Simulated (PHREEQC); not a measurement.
A solution holds 0.0016 mol HF, 0.00017 mol NH4HF2 and 5.6e-05 mol H3PO4 per kg of water, at 25 °C. Closed to the air; pH follows from the charge balance.

Model: ion-association model, phreeqc.dat, run in PHREEQC.

No solid was allowed to form.

Task: Order these F species by the share of F that they hold, largest first: HF2-, F-, HF.

Result: HF (53 %), F- (47 %), HF2- (0.37 %)

The pH is 3.11 and the ionic strength 0.000967 mol/kgw.
